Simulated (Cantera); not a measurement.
Input: 1 mol SiCl4, a varied amount of NH3, equilibrated at 750 K and 0.280 bar.

Method: chemical equilibrium by Gibbs-energy minimisation in Cantera with the NASA 1993 tables (ideal gas, pure condensed phases). Candidate condensed phases: NH4Cl, Si, Si3N4; 28 gas species. The numbers say what is thermodynamically allowed, not how fast it happens.

At 1.1 mol NH3, list the 6 most abundant gas species with their mole fractions, and the condensed phases.

H2 0.351, HCl 0.303, SiCl4 0.229, N2 0.117, SiHCl3 0.000120, NH3 0.000102. Condensed: Si3N4(s).
